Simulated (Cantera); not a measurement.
Catalytic combustion on Pt

An isothermal plug-flow reactor at 848 K and 0.720 atm (inlet), inlet velocity 0.48 m/s, active area per volume 330 1/m; feed 0.542 % H2, 2.10 % O2, 97.4 % N2.

Model: Deutschmann's 1995 Pt surface mechanism with GRI-Mech 3.0 gas chemistry, integrated in Cantera. Catalytic surfaces can have several steady states; this one follows from the mechanism file's or the stated starting coverage. Mass transfer to the wall is taken as infinitely fast.

```csv
z (m),x H2,x O2,x H2O,θ free Pt,θ O*,θ OH*
0.00018,0.00153,0.0190,0.00391,0.195,0.803,0.00193
0.0003,0.000918,0.0187,0.00452,0.161,0.837,0.00185
0.0005,0.000447,0.0185,0.00499,0.140,0.858,0.00179
0.00083,0.000154,0.0184,0.00528,0.129,0.869,0.00176
0.0014,2.67e-5,0.0183,0.00541,0.125,0.873,0.00174
0.0023,1.76e-6,0.0183,0.00544,0.124,0.874,0.00174
0.0038,1.92e-8,0.0183,0.00544,0.124,0.874,0.00174
0.0064,8.11e-12,0.0183,0.00544,0.124,0.874,0.00174
0.011,<1e-12,0.0183,0.00544,0.124,0.874,0.00174
0.018,<1e-12,0.0183,0.00544,0.124,0.874,0.00174
```
x: gas mole fraction; θ: surface coverage.
